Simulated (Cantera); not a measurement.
Adiabatic ignition

An adiabatic, constant-volume homogeneous reactor starts with 45.7 % H₂, 11.4 % O₂, 42.9 % N₂, at 1175 K and 0.380 bar.

Cantera simulation using GRI-Mech 3.0 (53 species, 325 reactions); the numbers are that mechanism's predictions, not measurements.

```csv
t (s),T (K),P (bar),x H₂,x O₂,x N₂O,x OH,x H₂O,x NO
2.00e-6,1175,0.380,0.457,0.114,<1e-12,4.06e-11,1.25e-10,<1e-12
7.06e-6,1175,0.380,0.457,0.114,<1e-12,2.47e-10,2.71e-9,<1e-12
2.49e-5,1175,0.380,0.457,0.114,<1e-12,3.32e-9,9.15e-8,<1e-12
8.79e-5,1175,0.380,0.456,0.114,2.73e-12,4.17e-6,0.000140,<1e-12
0.000310,2540,0.761,0.226,0.00114,1.43e-8,0.0144,0.227,5.47e-5
0.00110,2777,0.819,0.238,0.000484,4.11e-8,0.0112,0.237,0.000515
0.00387,2774,0.818,0.239,0.000469,4.93e-8,0.0110,0.236,0.00122
0.0136,2774,0.818,0.239,0.000468,5.07e-8,0.0110,0.236,0.00130
0.0482,2774,0.818,0.239,0.000468,5.07e-8,0.0110,0.236,0.00130
0.170,2774,0.818,0.239,0.000468,5.07e-8,0.0110,0.236,0.00130
0.600,2774,0.818,0.239,0.000468,5.07e-8,0.0110,0.236,0.00130
```
x: mole fraction; the columns are a selection and need not sum to one.

The time of steepest temperature rise is 0.146 ms and the temperature at 0.600 s is 2774 K. The equilibrium temperature is 2774 K. The x(H₂) at 0.600 s comes out as 0.239 (gas-phase equilibrium 0.239), the x(O₂) at 0.600 s is 0.000468 (gas-phase equilibrium 0.000468) and the x(N₂O) at 0.600 s is 5.07e-8 (gas-phase equilibrium 5.07e-8).
